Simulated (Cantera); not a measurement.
# Thermodynamics of silicon nitride deposition, feed SiCl4 + NH3 + N2

Charge: 1 mol SiCl4, 7 mol NH3, 76 mol N2.

Method: chemical equilibrium by Gibbs-energy minimisation in Cantera with the NASA 1993 tables (ideal gas, pure condensed phases). Candidate condensed phases: NH4Cl, Si, Si3N4; 28 gas species. The tables' values for SiCl3 are old estimates. Equilibrium is a limit: real reactors are often held back by kinetics, nucleation or transport.

Map the stable condensed phases over T = 1225, 1275, 1325, 1375, 1425, 1475, 1525, 1575, 1625, 1675, 1725, 1775, 1825 °C and P in Pa = 5, 26, 140, 710, 3700, 19000, 100000.


```
T in °C \ P in Pa
              5     26    140    710   3700  19000 100000
   1825       A      A      A      A      A      A      B
   1775       A      A      A      A      A      A      B
   1725       A      A      A      A      A      A      B
   1675       A      A      A      A      A      B      B
   1625       A      A      A      A      A      B      B
   1575       A      A      A      A      B      B      B
   1525       A      A      A      A      B      B      B
   1475       A      A      A      A      B      B      B
   1425       A      A      A      B      B      B      B
   1375       A      A      A      B      B      B      B
   1325       A      A      B      B      B      B      B
   1275       A      B      B      B      B      B      B
   1225       A      B      B      B      B      B      B
```
A: gas only; B: Si3N4.
